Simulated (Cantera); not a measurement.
Charge: 1 mol Ta, 18 mol N₂O, 33 mol N₂, equilibrated at 2398.15 K and 0.0225 Torr.

Equilibrium computed with Cantera from the NASA thermochemical tables; the gas is ideal and each condensed phase is pure. Candidate condensed phases: Ta, Ta₂O₅; 12 gas species. Equilibrium is a limit: real reactors are often held back by kinetics, nucleation or transport.

Base state: N₂ 0.762, O 0.202, O₂ 0.0165, TaO₂ 0.0149, NO 0.00526, TaO 0.000110, N 1.74e-5 (mole fractions); condensed: gas only.

Question: What changes in the equilibrium state with this change: pressure from 0.0225 Torr to 100 Torr?

Answer: 
```tsv
species	before	after
N₂	0.762	0.857
O₂	0.0165	0.120
NO	0.00526	0.0150
O	0.202	0.00814
TaO₂	0.0149	2.09e-5
TaO	0.000110	<1e-9
N	1.74e-5	2.77e-7
Ta₂O₅(l), mol	0	0.499
```

Question: What changes in the equilibrium state with this change: temperature from 2398.15 K to 1750 K?

Answer: 
| species | before | after |
|---|---|---|
| N₂ | 0.762 | 0.865 |
| O₂ | 0.0165 | 0.128 |
| O | 0.202 | 0.00488 |
| TaO₂ | 0.0149 | 7.03e-7 |
| TaO | 0.000110 | <1e-9 |
| N | 1.74e-5 | 2.49e-9 |
| NO | 0.00526 | 0.00285 |
| Ta₂O₅(s), mol | 0 | 0.500 |
